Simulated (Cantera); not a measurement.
A perfectly stirred reactor is fed with CH4 : C2H6 : O2 : N2 = 1 : 0.71 : 6.06 : 22.8 (molar parts), equivalence ratio 0.74, at 17.0 bar; it is adiabatic with a 450 K inlet, and is followed from long to short residence time, starting on the burning branch (τ in s: 0.041, 0.018, 0.0078, 0.0034, 0.0015, 0.00065, 0.00029, 0.00013, 5.5e-05, 2.4e-05, 1e-05, 4.6e-06).

Computed with Cantera and GRI-Mech 3.0 (53 species, 325 reactions). The pressure lies above the range GRI-Mech 3.0 was tuned for (to about 10 atm).

x: mole fraction; the columns are a selection and need not sum to one.

```json
[
 {"τ (s)": "0.041", "T (K)": "2043", "x CH4": "1.08e-6", "x C2H6": "1.16e-7", "x O2": "0.0506", "x C2H4": "___", "x OH": "0.00103", "x NO": "0.000335"},
 {"τ (s)": "0.018", "T (K)": "2042", "x CH4": "2.35e-6", "x C2H6": "2.57e-7", "x O2": "0.0507", "x C2H4": "___", "x OH": "0.00107", "x NO": "0.000176"},
 {"τ (s)": "0.0078", "T (K)": "2041", "x CH4": "4.94e-6", "x C2H6": "5.66e-7", "x O2": "0.0508", "x C2H4": "___", "x OH": "0.00114", "x NO": "9.68e-5"},
 {"τ (s)": "0.0034", "T (K)": "2038", "x CH4": "9.76e-6", "x C2H6": "1.20e-6", "x O2": "0.0510", "x C2H4": "___", "x OH": "0.00127", "x NO": "6.00e-5"},
 {"τ (s)": "0.0015", "T (K)": "2033", "x CH4": "1.82e-5", "x C2H6": "2.43e-6", "x O2": "0.0512", "x C2H4": "___", "x OH": "0.00146", "x NO": "4.27e-5"},
 {"τ (s)": "0.00065", "T (K)": "2023", "x CH4": "3.34e-5", "x C2H6": "4.85e-6", "x O2": "0.0517", "x C2H4": "___", "x OH": "0.00173", "x NO": "3.33e-5"},
 {"τ (s)": "0.00029", "T (K)": "2008", "x CH4": "6.04e-5", "x C2H6": "9.41e-6", "x O2": "0.0525", "x C2H4": "___", "x OH": "0.00203", "x NO": "2.69e-5"},
 {"τ (s)": "0.00013", "T (K)": "1982", "x CH4": "0.000114", "x C2H6": "1.86e-5", "x O2": "0.0541", "x C2H4": "___", "x OH": "0.00228", "x NO": "2.08e-5"},
 {"τ (s)": "5.5e-5", "T (K)": "1928", "x CH4": "0.000267", "x C2H6": "4.42e-5", "x O2": "0.0578", "x C2H4": "___", "x OH": "0.00227", "x NO": "1.29e-5"},
 {"τ (s)": "2.4e-5", "T (K)": "450", "x CH4": "0.0327", "x C2H6": "0.0232", "x O2": "0.198", "x C2H4": "<1e-12", "x OH": "<1e-12", "x NO": "<1e-12"},
 {"τ (s)": "1.0e-5", "T (K)": "450", "x CH4": "0.0327", "x C2H6": "0.0232", "x O2": "0.198", "x C2H4": "<1e-12", "x OH": "<1e-12", "x NO": "<1e-12"},
 {"τ (s)": "4.6e-6", "T (K)": "450", "x CH4": "0.0327", "x C2H6": "0.0232", "x O2": "0.198", "x C2H4": "<1e-12", "x OH": "<1e-12", "x NO": "<1e-12"}
]
```

**Question.** What belongs in the gaps?

**Answer.** 
- 0.041, x C2H4: 3.93e-7
- 0.018, x C2H4: 8.69e-7
- 0.0078, x C2H4: 1.90e-6
- 0.0034, x C2H4: 3.98e-6
- 0.0015, x C2H4: 7.86e-6
- 0.00065, x C2H4: 1.51e-5
- 0.00029, x C2H4: 2.73e-5
- 0.00013, x C2H4: 4.86e-5
- 5.5e-5, x C2H4: 9.80e-5
